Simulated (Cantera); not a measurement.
Charge: 1 mol SiCl4, 0.59 mol HCl, 18 mol N2, equilibrated at 1598 K and 72.0 Torr.

Equilibrium computed with Cantera from the NASA thermochemical tables; the gas is ideal and each condensed phase is pure. Candidate condensed phases: NH4Cl, Si, Si3N4; 28 gas species. The tables' values for SiCl3 are old estimates; treat these amounts as uncertain. Equilibrium is a limit: real reactors are often held back by kinetics, nucleation or transport.

Base state: N2 0.916, SiCl4 0.0483, HCl 0.0300, Cl 0.00271, SiCl3 0.00229, SiCl2 0.000268, Cl2 5.99e-5 (mole fractions); condensed: gas only.

Q: What changes in the equilibrium state with this change: temperature from 1598 K to 1700 K?

A: 
| species | before | after |
|---|---|---|
| N2 | 0.916 | 0.912 |
| SiCl4 | 0.0483 | 0.0447 |
| HCl | 0.0300 | 0.0299 |
| Cl | 0.00271 | 0.00683 |
| SiCl2 | 0.000268 | 0.00107 |
| SiCl3 | 0.00229 | 0.00493 |
| Cl2 | 5.99e-5 | 0.000121 |
